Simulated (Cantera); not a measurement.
Feed: 1 mol SiC, 0.79 mol H2, held at 1698.15 K and 10.0 Torr.

Equilibrium computed with Cantera from the NASA thermochemical tables; the gas is ideal and each condensed phase is pure. Candidate condensed phases: C, C6H6, C7H8, C8H18, Si, SiC; 87 gas species. Rates play no part.

Base state: H2 0.999, H 0.00125 (mole fractions); condensed: SiC(s).

Problem. What changes in the equilibrium state with this change: SiC replaced by MgO?

Solution. 
```
species       before    after
-----------  -------  -------
H2             0.999    0.994
H2O                0  0.00262
Mg                 0  0.00261
H            0.00125  0.00125
SiC(s), mol    1.000        0
MgO(s), mol        0    0.998
```
Further candidate phases: H2O, Mg, MgO, Mg(OH)2.

Problem. What changes in the equilibrium state with this change: 0.034 mol HF added?

Solution. 
```csv
species,before,after
H2,0.999,0.971
HF,0,0.0217
SiF3,0,0.00268
SiF4,0,0.00206
SiF2,0,0.00146
SiHF3,0,0.000158
C2H2 (acetylene),1.97e-6,7.00e-5
"SiC(s), mol",1.000,0.995
"C(graphite), mol",0,0.00510
```
The tables' values for SiF3, SiF2 are old estimates; treat these amounts as uncertain.
